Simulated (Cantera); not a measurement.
What does this Cantera script print?

```python
import numpy as np
import cantera as ct

gas_names = """
    H H2 N NH NH2 NH3 N2 N2H2 N2H4 Pb Pb2
""".split()
cond_names = """
    Pb(cr) Pb(L)
""".split()


# ... load() reads the species with a 1 bar reference pressure and builds the phases ...
atoms = {
    'Pb': {'Pb': 1},
    'NH3': {'N': 1, 'H': 3},
    'N2': {'N': 2},
}
top_T = {}  # K; cautious upper limits of use, not melting points


# ... equilibrate(T, P, feed) seeds the gas with the atoms and calls Mixture.equilibrate('TP', solver="vcs", rtol=1e-11, max_steps=5000) ...
results = []
feed = {'Pb': 1, 'NH3': 4.8, 'N2': 8.6}  # mol
P = 6800  # Pa
for T in [998, 1048, 1098, 1148, 1198, 1248, 1298, 1348, 1398, 1448, 1498]:
    mix = equilibrate(T, P, feed)
    results.append((T, P, feed, dict(zip(mix.species_names, mix.species_moles))))

top = {s: max(r[3][s] / sum(r[3][g] for g in gas_names) for r in results) for s in gas_names}
cols = sorted((s for s in top if top[s] > 1e-05), key=lambda s: -top[s])[:8]
seen = [c for c in cond_names if any(r[3].get(c, 0) > 1e-12 for r in results)]
print("log10 of partial pressures in bar; condensed amounts in mol")
print(f"{'T/K':>10s}" + "".join(f"{s[:9]:>10s}" for s in cols + seen))
for T, P, feed, n in results:
    ng = sum(n[g] for g in gas_names)
    print(f"{T:10.4g}" + "".join(f"{np.log10(max(n[s] / ng * P / 1e5, 1e-99)):10.3f}" for s in cols)
          + "".join(f"{n.get(c, 0):10.4g}" for c in seen))
```

It prints:

```
log10 of partial pressures in bar; condensed amounts in mol
       T/K        N2        H2        Pb         H     Pb(L)
       998    -1.386    -1.570    -4.810    -9.453    0.9959
      1048    -1.386    -1.571    -4.350    -8.897     0.988
      1098    -1.387    -1.571    -3.933    -8.392    0.9687
      1148    -1.388    -1.572    -3.553    -7.931    0.9247
      1198    -1.390    -1.574    -3.205    -7.508    0.8315
      1248    -1.395    -1.579    -2.886    -7.120    0.6452
      1298    -1.403    -1.587    -2.592    -6.763    0.2887
      1348    -1.409    -1.593    -2.451    -6.432         0
      1398    -1.409    -1.593    -2.451    -6.122         0
      1448    -1.409    -1.593    -2.451    -5.832         0
      1498    -1.409    -1.593    -2.451    -5.562         0
```

Equilibrium computed with Cantera from the NASA thermochemical tables; the gas is ideal and each condensed phase is pure.
